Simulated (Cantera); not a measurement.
## Counterflow diffusion flame

A counterflow diffusion flame at 1.01 bar, nozzles 20 mm apart: fuel side CH₃OH = 1 (molar parts) at 398 K, oxidiser side O₂ : N₂ = 0.19 : 0.81 (molar parts) at 525 K, fuel mass flux 1.2 times the oxidiser's; mixture-averaged transport, no radiation.

Cantera simulation using GRI-Mech 3.0 (53 species, 325 reactions); the numbers are that mechanism's predictions, not measurements. GRI-Mech 3.0 was tuned for natural gas; its chemistry of methanol as a main component is partial and can be far from experiment. GRI-Mech 3.0 has no aromatics or soot, which form on the fuel side of real flames. The maximum strain rate includes the flame's own expansion and is several times the mean.

```tsv
oxidiser flux (kg/m²/s)	max strain (1/s)	mean strain (1/s)	T max (K)	peak x OH	peak x H	peak x NO	peak x CO	peak x C₂H₂
0.25	178	34.0	2042	0.00854	0.00636	5.90e-5	0.164	0.000110
0.38	260	51.7	1998	0.00865	0.00725	4.67e-5	0.161	0.000145
0.57	378	77.5	1950	0.00858	0.00809	3.82e-5	0.158	0.000185
0.86	554	117	1903	0.00849	0.00894	3.22e-5	0.155	0.000230
1.3	817	177	1861	0.00837	0.00979	2.77e-5	0.153	0.000277
2	1230	272	1810	0.00799	0.0105	2.27e-5	0.149	0.000311
2.9	1750	394	1765	0.00753	0.0109	1.85e-5	0.145	0.000315
```
x: mole fraction; the columns are a selection and need not sum to one.
